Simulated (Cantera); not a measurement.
A perfectly stirred reactor is fed with NO : N₂ = 1 : 0.14 (molar parts), at 0.0350 bar; it is held at 2023 K, and followed from long to short residence time.

Computed with Cantera and GRI-Mech 3.0 (53 species, 325 reactions). Radical loss at walls, strong at low pressure, is not modelled.

What does this change do: 0.1 parts H2O added?


| quantity | before | after |
|---|---|---|
| x(NO) at τ = 6.30 s | 0.328 | 0.287 |
| x(N₂O) at τ = 6.30 s | 2.72e-5 | 1.11e-5 |
| x(O₂) at τ = 6.30 s | 0.273 | 0.256 |
| x(O) at τ = 6.30 s | 0.00229 | 0.00218 |
| x(NO₂) at τ = 6.30 s | 0.000115 | 9.79e-5 |
| x(NO) at τ = 78.0 ms | 0.866 | 0.792 |
| x(N₂O) at τ = 78.0 ms | 0.000257 | 7.01e-5 |
| x(O₂) at τ = 78.0 ms | 0.00477 | 0.00655 |
| x(O) at τ = 78.0 ms | 0.000683 | 0.000322 |
| x(NO₂) at τ = 78.0 ms | 5.63e-5 | 4.85e-5 |
